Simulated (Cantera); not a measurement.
## Ignition delay

Mixture: 36.6 % CO, 11.3 % H₂, 14.1 % O₂, 38.0 % N₂, at 3750 Torr, adiabatic and at constant volume. Ignition delay is the time to a rise of 400 K.

Computed with Cantera and GRI-Mech 3.0 (53 species, 325 reactions). The hydrogen kinetics of GRI-Mech 3.0 are dated; newer H2 mechanisms differ, most at raised pressure. Below about 950 K walls govern HO2 and H2O2 in real vessels.

```csv
T0 (K),delay (ms)
900,28.4
975,3.24
1050,0.405
1125,0.0576
1200,0.0182
1275,0.00977
```
